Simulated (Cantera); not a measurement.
Feed: 1 mol SiH4, 0.014 mol C2H4, 200 mol H2, at 1875 K and 1.40 mbar.

Method: chemical equilibrium by Gibbs-energy minimisation in Cantera with the NASA 1993 tables (ideal gas, pure condensed phases). Candidate condensed phases: C, C6H6, C7H8, C8H18, Si, SiC; 87 gas species. Gases not in the tables: Si2H6 and higher silanes. Equilibrium is a limit: real reactors are often held back by kinetics, nucleation or transport.

Base state: H2 0.978, H 0.0173, Si 0.00444, SiH 0.000152, Si2C 6.90e-5, SiH2 3.33e-5, Si2 2.28e-5 (mole fractions); condensed: SiC(s).

Question: What changes in the equilibrium state with this change: SiH4 replaced by (CH3)2SiCl2?

Answer: 
| species | before | after |
|---|---|---|
| H2 | 0.978 | 0.972 |
| H | 0.0173 | 0.0173 |
| HCl | 0 | 0.00956 |
| Si | 0.00444 | 0.000217 |
| Cl | 0 | 0.000129 |
| Si2 | 2.28e-5 | 5.44e-8 |
| SiC(s), mol | 0.0135 | 0.948 |
| C(graphite), mol | 0 | 0.950 |
The feed counts by its element totals alone.
